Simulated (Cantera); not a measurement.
What does this Cantera script print?

```python
import numpy as np
import cantera as ct

gas_names = """
    H HO2 H2 H2O H2O2 Hg O OH O2 O3
""".split()
cond_names = """
    H2O(s) H2O(L) Hg(cr) Hg(L) HgO(s)
""".split()


def load(file, names, dense=False):
    # The tables refer to 1 bar. Condensed volumes are neglected.
    table = {s.name: s for s in ct.Species.list_from_file(file)}
    out = []
    for n in names:
        d = dict(table[n].input_data)
        d["thermo"] = dict(d["thermo"], **{"reference-pressure": 1e5})
        if dense:
            d["equation-of-state"] = {"model": "constant-volume", "density": "1e6 g/cm^3"}
        out.append(ct.Species.from_dict(d))
    return out


gas = ct.Solution(thermo="ideal-gas", species=load("nasa_gas.yaml", gas_names))
cond = {s.name: ct.Solution(thermo="fixed-stoichiometry", species=[s], name=s.name)
        for s in load("nasa_condensed.yaml", cond_names, dense=True)}
atoms = {
    'HgO': {'Hg': 1, 'O': 1},
    'H2': {'H': 2},
}
top_T = {}  # K; cautious upper limits of use, not melting points


def equilibrate(T, P, feed):
    n = {}
    for name, mol in feed.items():
        for a, k in atoms[name].items():
            n[a] = n.get(a, 0.0) + k * mol
    gas.TPX = T, P, n
    mass = sum(n.values()) * gas.mean_molecular_weight
    gas.equilibrate("TP")
    valid = [c for c in cond.values() if c.min_temp <= T <= top_T.get(c.name, c.max_temp)]
    mix = ct.Mixture([(gas, mass / gas.mean_molecular_weight)] + [(c, 0.0) for c in valid])
    mix.T, mix.P = T, P
    mix.equilibrate("TP", solver="vcs", rtol=1e-11, max_steps=5000)
    return mix


results = []
feed = {'HgO': 1, 'H2': 0.051}  # mol
T = 573  # K
P = 1500  # Pa
mix = equilibrate(T, P, feed)
results.append((T, P, feed, dict(zip(mix.species_names, mix.species_moles))))
print(gas.report(threshold=0.0001))
for i in range(1, mix.n_phases):
    print(f"{mix.phase(i).name:16s} {mix.phase_moles(i):12.5e} mol")
```

Output:

```
       temperature   573 K
          pressure   1500 Pa
           density   0.044724 kg/m^3
  mean mol. weight   142.05 kg/kmol
   phase of matter   gas

                          1 kg             1 kmol
                     ---------------   ---------------
          enthalpy         2.733e+05        3.8822e+07  J
   internal energy        2.3976e+05        3.4058e+07  J
           entropy            1702.5        2.4183e+05  J/K
    Gibbs function       -7.0221e+05       -9.9747e+07  J
 heat capacity c_p            174.07             24726  J/K
 heat capacity c_v            115.54             16412  J/K

                      mass frac. Y      mole frac. X     chem. pot. / RT
                     ---------------   ---------------   ---------------
               H2O         0.0042399          0.033432           -81.781
                Hg           0.92569           0.65552           -13.217
                O2          0.070067           0.31105           -30.667
     [   +7 minor]        1.2928e-14        1.0582e-13

H2O(L)            0.00000e+00 mol
Hg(L)             0.00000e+00 mol
HgO(s)            0.00000e+00 mol
```

These are equilibrium values from Cantera (NASA tables, ideal gas, pure condensed phases), not measurements of a reactor.
